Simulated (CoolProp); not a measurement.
n-perfluorohexane along the isobar 9.14 MPa: fugacity coefficient from the reference equation and from simpler models built on Tc = 448.0 K, pc = 1.742 MPa, ω = 0.497; each cubic takes its own stable root.

Model: reference Helmholtz-energy equation of state, Gao 2022, in CoolProp.

| T (K) | phase | reference | Redlich-Kwong | Soave-Redlich-Kwong | Peng-Robinson |
|---|---|---|---|---|---|
| 304.4 | liquid | 0.008413 | 0.02857 | 0.009313 | 0.008607 |
| 314.8 | liquid | 0.01243 | 0.03690 | 0.01375 | 0.01264 |
| 325.2 | liquid | 0.01774 | 0.04662 | 0.01965 | 0.01797 |
| 335.6 | liquid | 0.02456 | 0.05775 | 0.02725 | 0.02482 |
| 346 | liquid | 0.03308 | 0.07029 | 0.03680 | 0.03340 |
| 356.4 | liquid | 0.04345 | 0.08421 | 0.04849 | 0.04390 |
| 366.8 | liquid | 0.05580 | 0.09947 | 0.06249 | 0.05646 |
| 377.2 | liquid | 0.07022 | 0.1160 | 0.07893 | 0.07120 |
| 387.6 | liquid | 0.08673 | 0.1337 | 0.09787 | 0.08819 |
| 398 | liquid | 0.1053 | 0.1525 | 0.1193 | 0.1074 |
| 408.4 | liquid | 0.1260 | 0.1722 | 0.1432 | 0.1289 |
| 418.8 | liquid | 0.1486 | 0.1929 | 0.1695 | 0.1525 |
| 429.2 | liquid | 0.1729 | 0.2142 | 0.1980 | 0.1782 |
| 439.6 | liquid | 0.1989 | 0.2362 | 0.2284 | 0.2056 |
| 450 | supercritical | 0.2263 | 0.2587 | 0.2606 | 0.2347 |
